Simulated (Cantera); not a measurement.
An isothermal, constant-pressure homogeneous reactor starts with 10.3 % NO, 89.7 % N2, at 2125 K and 0.197 atm.

Detailed kinetics in Cantera: GRI-Mech 3.0 (53 species, 325 reactions).

**Question.** Predict: x(NO) at 5.00 s; x(NO2) at 5.00 s; x(O2) at 5.00 s; x(N2) at 5.00 s; x(O) at 5.00 s; x(N2O) at 5.00 s.

**Answer.** 
```json
{
 "x(NO) at 5.00 s": "0.00812 (gas-phase equilibrium 0.00558)",
 "x(NO2) at 5.00 s": "2.43e-6 (gas-phase equilibrium 1.69e-6)",
 "x(O2) at 5.00 s": "0.0471 (gas-phase equilibrium 0.0483)",
 "x(N2) at 5.00 s": "0.944 (gas-phase equilibrium 0.945)",
 "x(O) at 5.00 s": "0.000807 (gas-phase equilibrium 0.000817)",
 "x(N2O) at 5.00 s": "1.66e-7 (gas-phase equilibrium 1.53e-7)"
}
```
